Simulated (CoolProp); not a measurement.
Vapour-liquid equilibrium of n-heptane (1) + ethylbenzene (2) at 429.4 K; x and y are mole fractions of (1).

The numbers come from the multi-fluid Helmholtz-energy mixture model, Span 2003 and Zhou 2012; pair parameters Bell 2016 in CoolProp.

Question: Give the bubble pressure and the first vapour's composition at x = 0.15, 0.45, 0.85. Is there an azeotrope?

Answer: x = 0.15: 0.2191 MPa, y = 0.328; x = 0.45: 0.3012 MPa, y = 0.656; x = 0.85: 0.3935 MPa, y = 0.915. No azeotrope shows between x = 0.05 and 0.95.

The pair parameters rest on a limited set of measurements; away from them the model extrapolates.
